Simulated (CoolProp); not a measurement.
Vapour-liquid equilibrium of methanol (1) + isohexane (2) at 1.09 MPa; x and y are mole fractions of (1).

Model: multi-fluid Helmholtz-energy mixture model, de Reuck 1993 and Lemmon 2006; pair parameters Bell 2016, in CoolProp.

```
x     bubble temperature, mixture model (K)  bubble temperature, Raoult's law (K)  y, mixture model  y, Raoult's law
----  -------------------------------------  ------------------------------------  ----------------  ---------------
0.05                                  423.7                                 431.7             0.160            0.078
0.2                                   409.1                                 427.4             0.404            0.283
0.35                                  404.2                                 423.8             0.505            0.455
0.5                                   402.6                                 420.8             0.563            0.604
0.65                                  402.4                                 418.2             0.614            0.736
0.8                                   404.0                                 415.8             0.696            0.856
0.95                                  409.7                                 413.8             0.887            0.965
```

The largest gap from Raoult's law is -19.6 K in bubble temperature, at x = 0.35. y crosses x between x = 0.5 and 0.65: the model has an azeotrope there.

The pair parameters rest on a limited set of measurements; away from them the model extrapolates. With so large a gap from Raoult's law the liquid may split in two, which this calculation doesn't test in full.
